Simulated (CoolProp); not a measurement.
A simple Rankine cycle with ammonia: condensing at 303.15 K, boiler at 8.9 MPa, turbine inlet 393.8 K, turbine efficiency 0.85, pump efficiency 0.7, no recuperator. Each further row changes one setting.

The numbers come from the reference Helmholtz-energy equation of state, Gao 2020 in CoolProp.

```tsv
case	thermal efficiency (%)	net work (kJ/kg)	heat in (kJ/kg)	turbine exit temperature (K)	volume ratio over the turbine
as stated	14.9	153	1030	303.1	7.64
turbine inlet 413.8 K	15.7	185	1180	303.1	6.44
condensing temperature 295.15 K	16.2	172	1060	295.1	9.62
boiler pressure 6.23 MPa	13.6	164	1200	303.1	4.51
turbine efficiency 0.75	12.9	133	1030	303.1	7.81
```

The expansion ends wet for: as stated; turbine inlet 413.8 K; condensing temperature 295.15 K; boiler pressure 6.23 MPa; turbine efficiency 0.75.
